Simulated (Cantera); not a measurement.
Charge: 1 mol C2F6, 0.014 mol CH4, 17 mol H2, at 2602 °C and 0.200 bar.

Method: chemical equilibrium by Gibbs-energy minimisation in Cantera with the NASA 1993 tables (ideal gas, pure condensed phases). The feed counts by its element totals alone. The numbers say what is thermodynamically allowed, not how fast it happens.

```csv
species,before,after
H2,0.530,0.604
HF,0.273,0.287
H,0.172,0.0822
C2H2 (acetylene),0.0226,0.0257
CH4,5.03e-6,3.26e-5
C,7.32e-5,1.46e-5
C2,3.84e-5,7.68e-6
C3,0.000387,7.75e-5
CH3,2.68e-5,7.28e-5
F,0.000434,0.000191
"C(graphite), mol",0.907,0.867
```
Gas species are given as mole fractions.

Problem. Name the change that produced these shifts.
A) pressure from 0.200 bar to 1.00 bar
B) pressure from 0.200 bar to 0.00280 bar
C) temperature from 2602 °C to 1475 °C
D) pressure from 0.200 bar to 0.00133 bar

Solution. A, pressure from 0.200 bar to 1.00 bar
